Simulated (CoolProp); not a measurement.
A single-stage vapour-compression cycle with propyne: evaporating at 285.15 K (dew point), condensing at 341.15 K (bubble point), superheat 0 K, subcooling 2 K, compressor efficiency 0.8, no pressure losses. Each further row changes one setting.

The numbers come from the reference Helmholtz-energy equation of state, Polt 1992 in CoolProp. This equation is an older, rougher fit; its heat capacities, sound speeds and derivatives of the liquid may be far off and weren't checked against measurements.

| case | cooling COP | pressure ratio | discharge temperature (K) | refrigerating effect (kJ/kg) | volumetric capacity (kJ/m³) |
|---|---|---|---|---|---|
| as stated | 3.24 | 4.40 | 367.4 | 347 | 2520 |
| evaporating temperature 290.15 K | 3.68 | ? | 364.5 | 352 | 2960 |
| condensing temperature 336.15 K | ? | ? | 360.6 | 361 | 2620 |
| subcooling 7 K | 3.37 | 4.40 | 367.4 | 361 | 2620 |
| superheat 10 K | 3.24 | 4.40 | 378.0 | 364 | 2520 |
| compressor efficiency 0.7 | 2.84 | 4.40 | 374.6 | 347 | 2520 |

Question: What belongs in the gaps?

Answer: 
- evaporating temperature 290.15 K, pressure ratio: 3.77
- condensing temperature 336.15 K, cooling COP: 3.66
- condensing temperature 336.15 K, pressure ratio: 3.93
